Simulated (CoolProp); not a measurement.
Vapour pressure (kPa) of sulfur dioxide: the reference equation beside estimates from Tc = 430.6 K, pc = 7887 kPa, ω = 0.256. Clausius-Clapeyron is anchored at 268.9 K with a constant enthalpy of vaporisation of 24.63 kJ/mol.

Model: reference Helmholtz-energy equation of state, Gao 2016, in CoolProp.

| T (K) | reference | Lee-Kesler | Clausius-Clapeyron | Redlich-Kwong | Peng-Robinson |
|---|---|---|---|---|---|
| 246.8 | 46.12 | 44.97 | 48.57 | 98.09 | 47.10 |
| 250.5 | 55.71 | 54.44 | 57.99 | 115.7 | 56.71 |
| 254.2 | 66.85 | 65.48 | 68.88 | 135.8 | 67.87 |
| 257.9 | 79.74 | 78.26 | 81.42 | 158.3 | 80.74 |
| 261.5 | 94.13 | 92.58 | 95.36 | 183.0 | 95.10 |
| 265.2 | 111.0 | 109.4 | 111.7 | 211.2 | 111.9 |
| 268.9 | 130.2 | 128.6 | 130.2 | 242.6 | 131.0 |
| 272.6 | 152.0 | 150.4 | 151.2 | 277.4 | 152.7 |
| 276.3 | 176.6 | 175.0 | 174.9 | 315.8 | 177.1 |
| 280 | 204.2 | 202.7 | 201.5 | 358.0 | 204.5 |
| 283.7 | 235.1 | 233.7 | 231.4 | 404.3 | 235.1 |
| 287.4 | 269.5 | 268.3 | 264.6 | 454.9 | 269.3 |
| 291.1 | 307.7 | 306.8 | 301.7 | 509.9 | 307.2 |
| 294.8 | 350.1 | 349.4 | 342.8 | 569.7 | 349.1 |

Absolute difference from the reference over all 14 rows, mean and median: Lee-Kesler 1.2 and 1.1 %, Clausius-Clapeyron 1.9 and 1.7 %, Redlich-Kwong 85.6 and 84.4 %, Peng-Robinson 0.8 and 0.5 %.
